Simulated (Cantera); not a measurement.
Si₃N₄ + H₂O + H₂ (nitride etching)

Charge: 1 mol Si₃N₄, 29 mol H₂O, 24 mol H₂, held at 27000 Pa.

Cantera equilibrium calculation (NASA polynomials, part measured and part estimated; ideal gas, pure solids and liquids). Candidate condensed phases: H₂O, Si, SiO₂, Si₂N₂O, Si₃N₄; 35 gas species. The tables hold silica as quartz up to 1696 K and as liquid above; real silica turns to tridymite and cristobalite and melts near 1996 K. Gases not in the tables: Si(OH)₄. Rates play no part.

| T (°C) | x H₂ | x H₂O | x N₂ | x H | x SiO | x OH | n SiO₂(β-quartz) | n SiO₂(condensed) | n SiO₂(l) |
|---|---|---|---|---|---|---|---|---|---|
| 1300 | 0.545 | 0.418 | 0.0364 | 5.78e-5 | 6.18e-8 | 1.60e-6 | 3.00 | 0 | 0 |
| 1350 | 0.545 | 0.418 | 0.0364 | 9.82e-5 | 2.20e-7 | 3.15e-6 | 3.00 | 0 | 0 |
| 1400 | 0.545 | 0.418 | 0.0364 | 0.000162 | 7.24e-7 | 5.97e-6 | 3.00 | 0 | 0 |
| 1450 | 0.545 | 0.418 | 0.0364 | 0.000259 | 2.20e-6 | 1.09e-5 | 0 | 3.00 | 0 |
| 1500 | 0.545 | 0.418 | 0.0364 | 0.000404 | 6.20e-6 | 1.92e-5 | 0 | 3.00 | 0 |
| 1550 | 0.545 | 0.418 | 0.0364 | 0.000616 | 1.65e-5 | 3.29e-5 | 0 | 3.00 | 0 |
| 1600 | 0.545 | 0.418 | 0.0363 | 0.000917 | 4.15e-5 | 5.46e-5 | 0 | 3.00 | 0 |
| 1650 | 0.544 | 0.418 | 0.0363 | 0.00134 | 9.92e-5 | 8.84e-5 | 0 | 2.99 | 0 |
| 1700 | 0.544 | 0.418 | 0.0363 | 0.00191 | 0.000226 | 0.000140 | 0 | 2.99 | 0 |
| 1750 | 0.543 | 0.418 | 0.0363 | 0.00269 | 0.000494 | 0.000216 | 0 | 0 | 2.97 |
| 1800 | 0.541 | 0.418 | 0.0363 | 0.00372 | 0.00104 | 0.000327 | 0 | 0 | 2.94 |
x: gas mole fraction; n: condensed amount in mol.

From 1300 °C to 1400 °C the condensed part is SiO₂(β-quartz). From 1450 °C to 1700 °C the condensed part is SiO₂(condensed). From 1750 °C to 1800 °C the condensed part is SiO₂(l).
